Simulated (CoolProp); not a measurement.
Vapour-liquid equilibrium of toluene (1) + n-nonane (2) at 292.9 K; x and y are mole fractions of (1).

Values from CoolProp's multi-fluid Helmholtz-energy mixture model, Lemmon 2006 and Lemmon 2006; pair parameters Bell 2016.

Task: Give the bubble pressure and the first vapour's composition at x = 0.275, 0.65, 0.8. Is there an azeotrope?

Result: x = 0.275: 0.001396 MPa, y = 0.778; x = 0.65: 0.002229 MPa, y = 0.917; x = 0.8: 0.002497 MPa, y = 0.951. No azeotrope shows between x = 0.05 and 0.95.

Pair parameters are fitted to limited data, so mixtures are less certain than the pure fluids.
